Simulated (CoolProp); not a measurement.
R141b along the isobar 3080 kPa: density (kg/m³) from the reference equation and from simpler models built on Tc = 477.5 K, pc = 4212 kPa, ω = 0.220; each cubic takes its own stable root.

Computed with CoolProp (reference Helmholtz-energy equation of state, Lemmon 2006). It is a short technical equation, of lower accuracy than the large ones.

```json
[
 {"T (K)": "435.1", "phase": "liquid", "reference": "900.0", "van der Waals": "544.2", "Redlich-Kwong": "738.5", "Soave-Redlich-Kwong": "771.6", "Peng-Robinson": "871.9"},
 {"T (K)": "443.2", "phase": "liquid", "reference": "864.8", "van der Waals": "163.3", "Redlich-Kwong": "695.5", "Soave-Redlich-Kwong": "728.4", "Peng-Robinson": "822.0"},
 {"T (K)": "451.3", "phase": "liquid", "reference": "822.1", "van der Waals": "150.8", "Redlich-Kwong": "640.7", "Soave-Redlich-Kwong": "674.8", "Peng-Robinson": "760.4"},
 {"T (K)": "459.4", "phase": "gas", "reference": "159.8", "van der Waals": "141.6", "Redlich-Kwong": "153.8", "Soave-Redlich-Kwong": "157.1", "Peng-Robinson": "164.2"},
 {"T (K)": "467.5", "phase": "gas", "reference": "145.2", "van der Waals": "134.3", "Redlich-Kwong": "142.8", "Soave-Redlich-Kwong": "144.1", "Peng-Robinson": "149.9"},
 {"T (K)": "475.7", "phase": "gas", "reference": "135.0", "van der Waals": "128.1", "Redlich-Kwong": "134.3", "Soave-Redlich-Kwong": "134.5", "Peng-Robinson": "139.6"},
 {"T (K)": "483.8", "phase": "gas", "reference": "127.3", "van der Waals": "122.8", "Redlich-Kwong": "127.5", "Soave-Redlich-Kwong": "127.1", "Peng-Robinson": "131.6"},
 {"T (K)": "491.9", "phase": "gas", "reference": "121.0", "van der Waals": "118.2", "Redlich-Kwong": "121.8", "Soave-Redlich-Kwong": "120.9", "Peng-Robinson": "125.0"},
 {"T (K)": "500", "phase": "gas", "reference": "115.8", "van der Waals": "114.1", "Redlich-Kwong": "116.9", "Soave-Redlich-Kwong": "115.7", "Peng-Robinson": "119.4"}
]
```

At some of these states van der Waals gives the other phase, because its saturation line lies elsewhere.
